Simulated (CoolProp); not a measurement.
Ammonia at 293.15 K and 6.15 MPa flows at 15 m/s in a round tube of 6 mm bore and 45 µm roughness, fully developed (64/Re and Nu = 3.66 if laminar; Colebrook and Gnielinski if turbulent). Each further row changes one setting.

Computed with CoolProp (reference Helmholtz-energy equation of state, Gao 2020).

```csv
case,Reynolds number,Darcy friction factor,pressure drop (Pa/m),heat-transfer coefficient (W/(m² K)),mass flow (kg/h)
as stated,387000,0.0347,400000,160000,939
velocity 30 m/s,775000,0.0346,1590000,320000,1880
diameter 12 mm,775000,0.0280,162000,132000,3760
```

Viscosity comes from a separate model (Fenghour 1995). Thermal conductivity comes from a separate model (Tufeu 1984).
